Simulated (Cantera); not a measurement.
Input: 1 mol B, 0.086 mol O₂, 1.8 mol N₂, equilibrated at 898 K and 0.0550 bar.

Equilibrium computed with Cantera from the NASA thermochemical tables; the gas is ideal and each condensed phase is pure. Candidate condensed phases: B, BN, B₂O₃; 17 gas species. N₂ is the only nitrogen source here; it is nearly inert below about 1500 K, so the nitride shown seldom forms there in practice. Rates play no part.

Base state: N₂ 1.00 (mole fractions); condensed: BN(s) + B₂O₃(l).

**Question.** What changes in the equilibrium state with this change: B replaced by B₂O₃?

**Answer.** 
| species | before | after |
|---|---|---|
| N₂ | 1.00 | 0.954 |
| O₂ | <1e-9 | 0.0456 |
| BN(s), mol | 0.885 | 0 |
| B₂O₃(l), mol | 0.0573 | 1.00 |
